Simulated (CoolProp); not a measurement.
Vapour pressure (MPa) of CH2F2 (R32): the reference equation beside estimates from Tc = 78.1 °C, pc = 5.783 MPa, ω = 0.277. Clausius-Clapeyron is anchored at -56.45 °C with a constant enthalpy of vaporisation of 20.13 kJ/mol.

Model: reference Helmholtz-energy equation of state, Tillner-Roth 1997, in CoolProp.

```csv
T (°C),reference,Lee-Kesler,Clausius-Clapeyron,van der Waals,Redlich-Kwong,Soave-Redlich-Kwong,Peng-Robinson
-77.45,0.02223,0.02046,0.02377,0.3230,0.05200,0.02081,0.02170
-66.95,0.04346,0.04100,0.04464,0.4423,0.09379,0.04146,0.04264
-56.45,0.07885,0.07595,0.07885,0.5888,0.1577,0.07642,0.07774
-45.95,0.1344,0.1316,0.1322,0.7650,0.2500,0.1319,0.1330
-35.55,0.2162,0.2145,0.2107,0.9711,0.3761,0.2145,0.2148
-25.05,0.3339,0.3345,0.3244,1.213,0.5453,0.3343,0.3329
-14.55,0.4961,0.5002,0.4821,1.492,0.7632,0.5001,0.4961
-4.05,0.7127,0.7213,0.6947,1.809,1.037,0.7225,0.7146
6.45,0.9947,1.008,0.9740,2.166,1.372,1.012,0.9997
16.95,1.354,1.372,1.333,2.565,1.776,1.382,1.363
```

Absolute difference from the reference over all 10 rows, mean and median: Lee-Kesler 2.5 and 1.3 %, Clausius-Clapeyron 2.6 and 2.5 %, van der Waals 456.1 and 306.2 %, Redlich-Kwong 74.1 and 68.6 %, Soave-Redlich-Kwong 2.3 and 1.8 %, Peng-Robinson 0.9 and 0.7 %.
